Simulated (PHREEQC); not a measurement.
A solution holds 0.058 mol/kgw NH4HF2, 5.8e-05 mol/kgw (NH4)2SiF6, 0.00023 mol/kgw HBF4 and 3.5e-05 mol/kgw HCl, at 25 °C. Closed to the air; pH follows from the charge balance.

Computed with PHREEQC (ion-association model, wateq4f.dat).

```tsv
quantity	before	after
pH	3.17	3.54
ionic strength (mol/kgw)	0.0590	0.0815
F- (mol/kgw)	0.0505	0.0740
HF (mol/kgw)	0.0407	0.0246
HF2- (mol/kgw)	0.00800	0.00711
H2F2 (mol/kgw)	0.00438	0.00161
SI of Quartz (SiO2)	-9.76	-9.25
```

Task: Name the change that produced these shifts.
A) NH4HF2 from 0.058 to 0.029 mol/kgw
B) HCl replaced by NaCl at the same molality
C) (NH4)2SiF6 from 5.8e-05 to 0.00058 mol/kgw
D) 0.023 mol/kgw KOH added

Result: D, 0.023 mol/kgw KOH added

No solid was allowed to form. SiF6-2 is the database's only silicon fluoride. Real BF4- forms and hydrolyses slowly; the run takes it at equilibrium.
